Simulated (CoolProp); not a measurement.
Vapour-liquid equilibrium of dimethyl ether (1) + n-hexane (2) at 8.42 kPa; x and y are mole fractions of (1).

Model: multi-fluid Helmholtz-energy mixture model, Wu 2011 and Thol 2019; pair parameters Bell 2016, in CoolProp.

```csv
x,bubble temperature (°C),y at the bubble point,dew temperature at overall composition x (°C),liquid density (mol/L)
0.05,-27.9,0.874,5.4,[?]
0.2,-53.5,0.986,2.1,9.390
0.35,-60.8,[?],-1.7,10.38
0.5,-64.1,0.996,-6.4,11.49
0.65,-66.0,0.997,-12.4,12.81
0.8,-67.5,[?],-21.2,14.42
0.95,-69.3,0.999,-39.9,16.45
```

Task: Fill in the missing entries.

Result: 
- 0.05, liquid density (mol/L): 8.360
- 0.35, y at the bubble point: 0.994
- 0.8, y at the bubble point: 0.998

No azeotrope shows between x = 0.05 and 0.95.

The pair parameters rest on a limited set of measurements; away from them the model extrapolates.
